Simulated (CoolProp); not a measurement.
Vapour pressure (bar) of R1123: the reference equation beside estimates from Tc = 331.7 K, pc = 45.49 bar, ω = 0.243.

Computed with CoolProp (reference Helmholtz-energy equation of state, Akasaka 2020).

```csv
T (K),reference,Lee-Kesler,Soave-Redlich-Kwong
248.7,4.919,4.941,…
252.6,…,5.671,5.680
256.5,6.443,6.478,6.494
260.4,7.326,7.368,7.393
264.3,8.296,8.344,8.382
268.2,9.359,9.412,9.466
272.1,…,10.58,10.65
276,11.78,11.85,11.94
279.9,13.16,13.22,13.35
283.8,14.65,…,14.87
287.7,16.26,16.33,16.51
291.6,18.00,18.06,18.28
295.5,19.87,19.94,20.19
299.4,21.89,21.95,22.24
303.3,24.05,24.12,…
```

Complete the blanks.


- 248.7, Soave-Redlich-Kwong: 4.944
- 252.6, reference: 5.642
- 272.1, reference: 10.52
- 283.8, Lee-Kesler: 14.71
- 303.3, Soave-Redlich-Kwong: 24.44

Absolute difference from the reference over all 15 rows, mean and median: Lee-Kesler 0.5 and 0.5 %, Soave-Redlich-Kwong 1.2 and 1.4 %.
